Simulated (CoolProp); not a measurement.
Vapour pressure (kPa) of dimethyl carbonate: the reference equation beside estimates from Tc = 283.9 °C, pc = 4909 kPa, ω = 0.346. Clausius-Clapeyron is anchored at 120.05 °C with a constant enthalpy of vaporisation of 31.88 kJ/mol.

Model: reference Helmholtz-energy equation of state, Zhou 2011, in CoolProp.

```json
[
 {"T (°C)": "110.65", "reference": "187.1", "Lee-Kesler": "186.5", "Clausius-Clapeyron": "190.3", "Soave-Redlich-Kwong": "186.4", "Peng-Robinson": "186.5"},
 {"T (°C)": "112.55", "reference": "197.3", "Lee-Kesler": "196.8", "Clausius-Clapeyron": "199.9", "Soave-Redlich-Kwong": "196.7", "Peng-Robinson": "196.7"},
 {"T (°C)": "114.45", "reference": "207.8", "Lee-Kesler": "207.6", "Clausius-Clapeyron": "209.9", "Soave-Redlich-Kwong": "207.5", "Peng-Robinson": "207.3"},
 {"T (°C)": "116.25", "reference": "218.3", "Lee-Kesler": "218.3", "Clausius-Clapeyron": "219.7", "Soave-Redlich-Kwong": "218.1", "Peng-Robinson": "217.8"},
 {"T (°C)": "118.15", "reference": "229.7", "Lee-Kesler": "230.0", "Clausius-Clapeyron": "230.4", "Soave-Redlich-Kwong": "229.8", "Peng-Robinson": "229.3"},
 {"T (°C)": "120.05", "reference": "241.6", "Lee-Kesler": "242.1", "Clausius-Clapeyron": "241.6", "Soave-Redlich-Kwong": "241.9", "Peng-Robinson": "241.3"},
 {"T (°C)": "121.95", "reference": "254.0", "Lee-Kesler": "254.8", "Clausius-Clapeyron": "253.2", "Soave-Redlich-Kwong": "254.6", "Peng-Robinson": "253.8"},
 {"T (°C)": "123.85", "reference": "266.8", "Lee-Kesler": "268.0", "Clausius-Clapeyron": "265.2", "Soave-Redlich-Kwong": "267.7", "Peng-Robinson": "266.8"},
 {"T (°C)": "125.75", "reference": "280.2", "Lee-Kesler": "281.7", "Clausius-Clapeyron": "277.7", "Soave-Redlich-Kwong": "281.4", "Peng-Robinson": "280.2"},
 {"T (°C)": "127.65", "reference": "294.1", "Lee-Kesler": "295.9", "Clausius-Clapeyron": "290.7", "Soave-Redlich-Kwong": "295.7", "Peng-Robinson": "294.2"},
 {"T (°C)": "129.55", "reference": "308.5", "Lee-Kesler": "310.7", "Clausius-Clapeyron": "304.1", "Soave-Redlich-Kwong": "310.4", "Peng-Robinson": "308.8"},
 {"T (°C)": "131.35", "reference": "322.6", "Lee-Kesler": "325.2", "Clausius-Clapeyron": "317.3", "Soave-Redlich-Kwong": "325.0", "Peng-Robinson": "323.1"},
 {"T (°C)": "133.25", "reference": "338.0", "Lee-Kesler": "341.0", "Clausius-Clapeyron": "331.6", "Soave-Redlich-Kwong": "340.8", "Peng-Robinson": "338.7"},
 {"T (°C)": "135.15", "reference": "354.1", "Lee-Kesler": "357.5", "Clausius-Clapeyron": "346.5", "Soave-Redlich-Kwong": "357.3", "Peng-Robinson": "354.9"},
 {"T (°C)": "137.05", "reference": "370.7", "Lee-Kesler": "374.5", "Clausius-Clapeyron": "361.9", "Soave-Redlich-Kwong": "374.4", "Peng-Robinson": "371.7"}
]
```

Absolute difference from the reference over all 15 rows, mean and median: Lee-Kesler 0.5 and 0.4 %, Clausius-Clapeyron 1.2 and 1.2 %, Soave-Redlich-Kwong 0.4 and 0.4 %, Peng-Robinson 0.2 and 0.2 %.
